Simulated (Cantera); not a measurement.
Input (Python, Cantera):

```python
import numpy as np
import cantera as ct

gas = ct.Solution("gri30.yaml")


def delay(T, t_max=10):
    gas.TPX = T, 88000, {'CH3OH': 1, 'O2': 1.79, 'N2': 6.71}
    reactor = ct.IdealGasConstPressureReactor(gas, clone=False)
    net = ct.ReactorNet([reactor])
    net.rtol, net.atol = 1e-8, 1e-16
    while net.time < t_max:
        t_old, T_old = net.time, reactor.T
        net.step()
        if reactor.T > T + 400:  # ignition: a rise of 400 K
            return t_old + (T + 400 - T_old) / (reactor.T - T_old) * (net.time - t_old)
    return np.nan


taus = []
for T in [1148, 1198, 1248, 1298, 1348, 1398, 1448, 1498, 1548, 1598]:
    taus.append(delay(T))
    print(f"T0 = {T:6g} K   tau = {taus[-1]:.4e} s")
```

Output:

```
T0 =   1148 K   tau = 2.7278e-02 s
T0 =   1198 K   tau = 1.1529e-02 s
T0 =   1248 K   tau = 5.2649e-03 s
T0 =   1298 K   tau = 2.5817e-03 s
T0 =   1348 K   tau = 1.3521e-03 s
T0 =   1398 K   tau = 7.5246e-04 s
T0 =   1448 K   tau = 4.4263e-04 s
T0 =   1498 K   tau = 2.7366e-04 s
T0 =   1548 K   tau = 1.7673e-04 s
T0 =   1598 K   tau = 1.1849e-04 s
```

Computed with Cantera and GRI-Mech 3.0 (53 species, 325 reactions). GRI-Mech 3.0 was tuned for natural gas; its chemistry of methanol as a main component is partial and can be far from experiment.
